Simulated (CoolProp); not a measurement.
c-C4F8 (RC318) at 298.15 K and 0.122 MPa is compressed adiabatically to 0.268 MPa with isentropic efficiency 0.7. Each further row changes one setting.

The numbers come from the reference Helmholtz-energy equation of state, Platzer 1990 in CoolProp. This equation is an older, rougher fit.

| case | work (kJ/kg) | final temperature (K) | final density (kg/m³) |
|---|---|---|---|
| as stated | [?] | 317.0 | [?] |
| efficiency 1 | [?] | [?] | [?] |
| efficiency 0.65 | [?] | 318.2 | 21.7 |

Q: Some entries are withheld; supply them.

A: 
- as stated, work (kJ/kg): 13.5
- as stated, final density (kg/m³): 21.8
- efficiency 1, work (kJ/kg): 9.46
- efficiency 1, final temperature (K): 312.1
- efficiency 1, final density (kg/m³): 22.2
- efficiency 0.65, work (kJ/kg): 14.6
